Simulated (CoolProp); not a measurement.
Vapour-liquid equilibrium of diethyl ether (1) + acetone (2) at 0.0396 MPa; x and y are mole fractions of (1).

Values from CoolProp's multi-fluid Helmholtz-energy mixture model, Thol 2014 and Lemmon 2006; pair parameters Bell 2016.

| x | bubble temperature (K) | y at the bubble point | dew temperature at overall composition x (K) | liquid density (mol/L) |
|---|---|---|---|---|
| 0.05 | 301.3 | 0.154 | 303.3 | 13.18 |
| 0.15 | 296.5 | 0.379 | 301.4 | 12.77 |
| 0.25 | 292.8 | 0.528 | 299.3 | 12.35 |
| 0.35 | 290.0 | 0.628 | 297.1 | 11.95 |
| 0.45 | 288.0 | 0.699 | 294.7 | 11.56 |
| 0.55 | 286.6 | 0.752 | 292.2 | 11.19 |
| 0.65 | 285.5 | 0.798 | 289.4 | 10.84 |
| 0.75 | 284.7 | 0.841 | 286.6 | 10.51 |
| 0.85 | 284.0 | 0.890 | 284.5 | 10.20 |
| 0.95 | 283.6 | 0.955 | 283.7 | 9.910 |

No azeotrope shows between x = 0.05 and 0.95.

Pair parameters are fitted to limited data, so mixtures are less certain than the pure fluids.
